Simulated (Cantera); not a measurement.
A closed system holds: 1 mol C₂H₅OH, 4.3 mol H₂, 0.06 mol H₂O, held at 575 K and 1.00 Torr.

Method: chemical equilibrium by Gibbs-energy minimisation in Cantera with the NASA 1993 tables (ideal gas, pure condensed phases). Candidate condensed phases: C, C₆H₆, C₇H₈, C₈H₁₈, H₂O; 110 gas species. The numbers say what is thermodynamically allowed, not how fast it happens.

Base state: H₂ 0.720, CH₄ 0.134, H₂O 0.130, CO₂ 0.0147, CO 0.00205 (mole fractions); condensed: C(graphite).

Task: What changes in the equilibrium state with this change: H₂O from 0.06 to 1.2 mol?

Result: 
```tsv
species	before	after
H₂	0.720	0.653
H₂O	0.130	0.193
CH₄	0.134	0.110
CO₂	0.0147	0.0397
CO	0.00205	0.00337
C(graphite), mol	1.01	0.778
```
